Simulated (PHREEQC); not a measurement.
A column of 0.5 m (30 cells, dispersivity 0.04 m, 720 s a shift, diffusion coefficient 3e-10 m²/s) holds 0.027 eq of the database's cation exchanger X per kg of pore water, first in equilibrium with 24 mmol/kgw MnCl2 and 0.01 mmol/kgw HCl. It is flushed with 0.041 mol BaCl2 and 1e-05 mol HCl per kg of water, at 40 °C. Values are for the last cell. The system is closed to CO2. Precipitation was switched off in this run.

Equilibrium calculation in PHREEQC: ion-association model, phreeqc.dat.

```tsv
pore volumes	Ba in solution (mol/kgw)	Mn in solution (mol/kgw)	Cl in solution (mol/kgw)	MnX2 on the exchanger (mol/kgw)	BaX2 on the exchanger (mol/kgw)
0	0	0.0240	0.0480	0.0135	0
0.1167	0	0.0240	0.0480	0.0135	0
0.2167	0	0.0240	0.0480	0.0135	1.49e-14
0.4167	9.67e-8	0.0243	0.0485	0.0135	1.56e-7
0.5167	3.76e-6	0.0250	0.0501	0.0135	5.88e-6
0.6167	4.97e-5	0.0264	0.0528	0.0134	7.38e-5
0.7167	0.000334	0.0279	0.0565	0.0130	0.000456
0.8167	0.00139	?	0.0606	0.0118	0.00167
1.017	0.00827	0.0258	0.0682	0.00693	0.00657
1.117	0.0136	0.0221	0.0712	?	0.00872
1.217	0.0188	?	0.0738	0.00328	0.0102
1.317	0.0236	0.0143	0.0758	?	0.0112
1.417	0.0275	0.0112	0.0774	?	0.0119
1.617	0.0332	0.00655	0.0795	0.000834	0.0127
1.717	0.0351	0.00496	0.0802	0.000607	?
1.817	?	0.00374	0.0807	0.000444	0.0131
1.917	0.0377	0.00281	?	0.000327	0.0132
2.017	0.0385	0.00210	0.0813	0.000241	0.0133
2.217	0.0396	0.00117	0.0816	0.000131	0.0134
2.317	0.0400	0.000871	0.0817	9.71e-5	0.0134
2.417	0.0403	0.000647	0.0818	7.19e-5	0.0134
2.517	0.0405	0.000481	0.0819	5.32e-5	0.0134
2.617	0.0406	0.000357	0.0819	3.94e-5	0.0135
2.817	0.0408	0.000196	0.0820	2.16e-5	0.0135
2.917	0.0408	0.000145	0.0820	1.60e-5	0.0135
3.017	0.0409	0.000108	0.0820	1.18e-5	0.0135
```

### Question
Fill in the missing entries.

### Answer

- 0.8167, Mn in solution (mol/kgw): 0.0289
- 1.117, MnX2 on the exchanger (mol/kgw): 0.00478
- 1.217, Mn in solution (mol/kgw): 0.0180
- 1.317, MnX2 on the exchanger (mol/kgw): 0.00228
- 1.417, MnX2 on the exchanger (mol/kgw): 0.00161
- 1.717, BaX2 on the exchanger (mol/kgw): 0.0129
- 1.817, Ba in solution (mol/kgw): 0.0366
- 1.917, Cl in solution (mol/kgw): 0.0810

At this temperature some constants are extrapolated from 25 °C, and those without enthalpy data are left unchanged.
